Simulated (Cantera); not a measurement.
A closed system holds: 1 mol CH₃SiH₃, 0.03 mol C₂H₂, a varied amount of H₂, at 2225 K and 0.133 bar.

Method: chemical equilibrium by Gibbs-energy minimisation in Cantera with the NASA 1993 tables (ideal gas, pure condensed phases). Candidate condensed phases: C, C₆H₆, C₇H₈, C₈H₁₈, Si, SiC; 87 gas species. The feed counts by its element totals alone. Gases not in the tables: Si₂H₆ and higher silanes. Equilibrium is a limit: real reactors are often held back by kinetics, nucleation or transport.

x: gas mole fraction; n: condensed amount in mol.

```tsv
n(H₂) (mol)	x H₂	x H	x Si	x C₂H₂ (acetylene)	x SiH	n SiC(s)
240	0.981	0.0176	0.000849	0.000660	0.000129	[?]
290	0.981	0.0176	0.000858	0.000646	0.000131	[?]
350	0.981	0.0176	0.000866	0.000634	0.000132	[?]
420	0.981	0.0176	0.000873	0.000625	0.000133	[?]
500	0.981	0.0176	0.000878	0.000617	0.000134	[?]
610	0.981	0.0176	0.000883	0.000610	0.000135	[?]
730	0.981	0.0176	0.000887	0.000605	0.000135	[?]
890	0.981	0.0176	0.000802	0.000540	0.000122	0
1100	0.981	0.0176	0.000665	0.000442	0.000101	0
1300	0.981	0.0176	0.000571	0.000377	8.72e-5	0
```

Some entries are withheld; supply them.


- 240, n SiC(s): 0.707
- 290, n SiC(s): 0.643
- 350, n SiC(s): 0.566
- 420, n SiC(s): 0.476
- 500, n SiC(s): 0.373
- 610, n SiC(s): 0.232
- 730, n SiC(s): 0.0774
